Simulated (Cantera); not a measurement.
Feed: 1 mol Si₃H₈, 0.14 mol Cl₂, 4 mol H₂, at 42.8 Torr.

Equilibrium computed with Cantera from the NASA thermochemical tables; the gas is ideal and each condensed phase is pure. Candidate condensed phases: Si; 19 gas species. The feed counts by its element totals alone. The tables' values for SiCl₃ are old estimates; treat these amounts as uncertain. Equilibrium is a limit: real reactors are often held back by kinetics, nucleation or transport. All values below are at 577 °C.

Base state: H₂ 0.988, SiCl₄ 0.00539, SiHCl₃ 0.00335, HCl 0.00264, SiH₂Cl₂ 0.000183, SiCl₃ 2.52e-5 (mole fractions); condensed: Si(s).

### Question
What changes in the equilibrium state with this change: pressure from 42.8 Torr to 150 Torr?

### Answer
```tsv
species	before	after
H₂	0.988	0.989
SiCl₄	0.00539	0.00485
SiHCl₃	0.00335	0.00424
HCl	0.00264	0.00188
SiH₂Cl₂	0.000183	0.000325
SiCl₃	2.52e-5	1.71e-5
Si(s), mol	2.93	2.92
```
